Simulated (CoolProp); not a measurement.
A simple Rankine cycle with R142b: condensing at 315.15 K, boiler at 2.6 MPa, turbine inlet 387.2 K, turbine efficiency 0.85, pump efficiency 0.7, no recuperator. Each further row changes one setting.

Computed with CoolProp (reference Helmholtz-energy equation of state, Lemmon 2006). It is a short technical equation, of lower accuracy than the large ones.

```json
[
 {"case": "as stated", "thermal efficiency (%)": "11.8", "net work (kJ/kg)": "26.2", "heat in (kJ/kg)": "221", "turbine exit temperature (K)": "320.4", "volume ratio over the turbine": "5.54"},
 {"case": "turbine inlet 407.2 K", "thermal efficiency (%)": "12.2", "net work (kJ/kg)": "30.6", "heat in (kJ/kg)": "251", "turbine exit temperature (K)": "346.2", "volume ratio over the turbine": "5.09"},
 {"case": "condensing temperature 307.15 K", "thermal efficiency (%)": "…", "net work (kJ/kg)": "30.4", "heat in (kJ/kg)": "232", "turbine exit temperature (K)": "…", "volume ratio over the turbine": "6.92"},
 {"case": "boiler pressure 1.82 MPa", "thermal efficiency (%)": "9.9", "net work (kJ/kg)": "23.9", "heat in (kJ/kg)": "241", "turbine exit temperature (K)": "342.7", "volume ratio over the turbine": "3.42"},
 {"case": "turbine efficiency 0.75", "thermal efficiency (%)": "10.3", "net work (kJ/kg)": "22.8", "heat in (kJ/kg)": "221", "turbine exit temperature (K)": "…", "volume ratio over the turbine": "5.63"}
]
```

### Question
Complete the blanks.

### Answer

- condensing temperature 307.15 K, thermal efficiency (%): 13.1
- condensing temperature 307.15 K, turbine exit temperature (K): 313.2
- turbine efficiency 0.75, turbine exit temperature (K): 323.8
